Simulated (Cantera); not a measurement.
Feed: 1 mol SiCl4, 0.22 mol C2H2, 310 mol H2, 1.2 mol CH4, equilibrated at 1577 °C and 11.0 mbar.

Equilibrium computed with Cantera from the NASA thermochemical tables; the gas is ideal and each condensed phase is pure. Candidate condensed phases: C, C6H6, C7H8, C8H18, Si, SiC; 109 gas species. The numbers say what is thermodynamically allowed, not how fast it happens.

Base state: H2 0.982, HCl 0.0126, H 0.00509, C2H2 (acetylene) 0.000257, Cl 4.96e-5, Si 1.76e-5, SiCl2 1.41e-5 (mole fractions); condensed: C(graphite) + SiC(s).

Problem. What changes in the equilibrium state with this change: temperature from 1577 °C to 2125 °C?

Solution. 
```csv
species,before,after
H2,0.982,0.845
H,0.00509,0.138
HCl,0.0126,0.0105
Si,1.76e-5,0.00262
C2H,1.43e-8,2.05e-5
SiC2,3.41e-7,0.000188
Si2C,2.42e-7,1.26e-5
"C(graphite), mol",0.487,0
"SiC(s), mol",0.988,0
```
The tables' values for SiCl are old estimates; treat these amounts as uncertain.

Problem. What changes in the equilibrium state with this change: temperature from 1577 °C to 1002 °C?

Solution. 
```
species             before    after
----------------  --------  -------
H2                   0.982    0.987
HCl                 0.0126   0.0127
CH4                6.94e-6  9.94e-5
H                  0.00509  6.98e-6
C2H2 (acetylene)  0.000257  3.79e-7
SiCl2              1.41e-5  1.10e-6
Si                 1.76e-5    <1e-9
Cl                 4.96e-5  7.64e-8
C(graphite), mol     0.487    0.609
SiC(s), mol          0.988    1.000
```
